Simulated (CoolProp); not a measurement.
The numbers come from the reference Helmholtz-energy equation of state, Thol 2017 in CoolProp.

Q: For octamethyltrisiloxane (MDM), give the phase and the cp (kJ/(kg K)), cv (kJ/(kg K)), expansivity (1/kK) at 421.5 K and 1.79 MPa; 541.7 K and 1.79 MPa; 565.7 K and 1.79 MPa.

A: 
- 421.5 K and 1.79 MPa: liquid; cp 2.09, cv 1.78, expansivity 1.71
- 541.7 K and 1.79 MPa: liquid; cp 2.53, cv 2.07, expansivity 5.04
- 565.7 K and 1.79 MPa: supercritical; cp 2.95, cv 2.13, expansivity 12.1
